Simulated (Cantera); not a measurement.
Input: 1 mol KCl, 0.4 mol H₂, 0.14 mol N₂, equilibrated at 0.170 bar.

Method: chemical equilibrium by Gibbs-energy minimisation in Cantera with the NASA 1993 tables (ideal gas, pure condensed phases). Candidate condensed phases: K, KCl, NH₄Cl; 17 gas species. The numbers say what is thermodynamically allowed, not how fast it happens.

Task: Which condensed phases are stable at each of these points (T (K)): 823, 923, 1023, 1123, 1223, 1323, 1423, 1523, 1623, 1723, 1823, 1923, 2023, 2123?

Result: 
| T (K) | condensed phases | K condensed (%) |
|---|---|---|
| 823 | KCl(s) | 100.0 |
| 923 | KCl(s) | 100.0 |
| 1023 | KCl(s) | 99.9 |
| 1123 | KCl(l) | 99.0 |
| 1223 | KCl(l) | 95.3 |
| 1323 | KCl(l) | 80.3 |
| 1423 | gas only | 0.0 |
| 1523 | gas only | 0.0 |
| 1623 | gas only | 0.0 |
| 1723 | gas only | 0.0 |
| 1823 | gas only | 0.0 |
| 1923 | gas only | 0.0 |
| 2023 | gas only | 0.0 |
| 2123 | gas only | 0.0 |

From 823 K to 1023 K the condensed part is KCl(s). From 1123 K to 1323 K the condensed part is KCl(l). From 1423 K to 2123 K nothing is condensed.
